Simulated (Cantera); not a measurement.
Mixture: CH₄ : C₂H₆ : O₂ : N₂ = 1 : 0.3 : 4.36 : 12.2 (molar parts), at 3.36 atm, adiabatic and at constant volume. Ignition delay is the time to a rise of 400 K.

Computed with Cantera and GRI-Mech 3.0 (53 species, 325 reactions).

Q: What does this change do: pressure from 3.36 atm to 1.00 atm?

A: 
| quantity | before | after |
|---|---|---|
| delay at 1000 K | 59.1 ms | 0.143 s |
| delay at 1150 K | 2.92 ms | 5.75 ms |
| delay at 1300 K | 0.289 ms | 0.572 ms |
| delay at 1450 K | 60.9 µs | 0.136 ms |
| delay at 1600 K | 20.1 µs | 48.2 µs |
| apparent activation energy between 1450 and 1600 K | 140 kJ/mol | 130 kJ/mol |

Q: What does this change do: C2H6 0.3 to 0.19 parts?

A: 
```tsv
quantity	before	after
delay at 1000 K	59.1 ms	53.1 ms
delay at 1150 K	2.92 ms	2.80 ms
delay at 1300 K	0.289 ms	0.340 ms
delay at 1450 K	60.9 µs	78.5 µs
delay at 1600 K	20.1 µs	25.3 µs
apparent activation energy between 1450 and 1600 K	140 kJ/mol	150 kJ/mol
```

Q: What does this change do: constant pressure in place of constant volume?

A: 
| quantity | before | after |
|---|---|---|
| delay at 1000 K | 59.1 ms | 61.6 ms |
| delay at 1150 K | 2.92 ms | 3.06 ms |
| delay at 1300 K | 0.289 ms | 0.311 ms |
| delay at 1450 K | 60.9 µs | 67.1 µs |
| delay at 1600 K | 20.1 µs | 22.5 µs |
| apparent activation energy between 1450 and 1600 K | 140 kJ/mol | 140 kJ/mol |
